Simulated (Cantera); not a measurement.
Equilibrium for silicon carbide growth: SiF4 + C3H8 + H2 + C2H4

Input: 1 mol SiF4, 0.03 mol C3H8, 730 mol H2, a varied amount of C2H4, equilibrated at 727 °C and 13.3 mbar.

Cantera equilibrium calculation (NASA polynomials, part measured and part estimated; ideal gas, pure solids and liquids). Candidate condensed phases: C, C6H6, C7H8, C8H18, Si, SiC; 113 gas species. Rates play no part.

| n(C2H4) (mol) | log p H2 | log p SiF4 | log p CH4 | log p HF | log p SiHF3 | log p SiF3 | n SiC(s) | n C(graphite) |
|---|---|---|---|---|---|---|---|---|
| 0.15 | -1.88 | -4.76 | -5.15 | -6.04 | -6.26 | -7.52 | 0.00423 | 0 |
| 0.22 | -1.88 | -4.75 | -5.02 | -6.01 | -6.29 | -7.56 | 0.00585 | 0 |
| 0.32 | -1.88 | -4.75 | -4.88 | -5.97 | -6.32 | -7.59 | 0.00759 | 0 |
| 0.46 | -1.88 | -4.75 | -4.77 | -5.95 | -6.35 | -7.62 | 0.00896 | 0.0753 |
| 0.66 | -1.88 | -4.75 | -4.77 | -5.95 | -6.35 | -7.62 | 0.00896 | 0.475 |
| 0.95 | -1.88 | -4.76 | -4.77 | -5.95 | -6.35 | -7.62 | 0.00897 | 1.05 |
| 1.4 | -1.88 | -4.76 | -4.77 | -5.95 | -6.35 | -7.62 | 0.00898 | 1.95 |
log p: log10 of the partial pressure in bar; n: condensed amount in mol.

From 0.15 mol C2H4 to 0.32 mol C2H4 the condensed part is SiC(s). From 0.46 mol C2H4 to 1.4 mol C2H4 the condensed part is C(graphite) + SiC(s). The main Si-bearing gas is SiF4 throughout.
